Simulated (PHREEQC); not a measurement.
Solution (39 °C): 0.0032 mol Cu(NO3)2, 0.0006 mol HBF4 and 0.031 mol Na2SO4 per kg of water. Closed to the air; pH follows from the charge balance.

Equilibrium calculation in PHREEQC: ion-association model, phreeqc.dat.

```json
[
 {"quantity": "pH", "before": "3.31", "after": "3.42"},
 {"quantity": "ionic strength (mol/kgw)", "before": "0.0903", "after": "0.0896"},
 {"quantity": "Cu+2 (mol/kgw)", "before": "0.00171", "after": "0.00169"},
 {"quantity": "F- (mol/kgw)", "before": "0.00131", "after": "0.00130"},
 {"quantity": "HF (mol/kgw)", "before": "0.000926", "after": "0.000977"},
 {"quantity": "CuF+ (mol/kgw)", "before": "1.82e-5", "after": "1.97e-5"}
]
```

Q: Which change was made?
A) temperature from 39 to 55 °C
B) diluted 10-fold with water
C) Na2SO4 left out
D) HBF4 replaced by NaHF2 at the same molality
E) Na2SO4 from 0.031 to 0.0465 mol/kgw

A: A, temperature from 39 to 55 °C

No solid was allowed to form. Away from 25 °C the constants follow the database's enthalpies or fits; those with neither stay at their 25 °C values. Real BF4- forms and hydrolyses slowly; the run takes it at equilibrium.
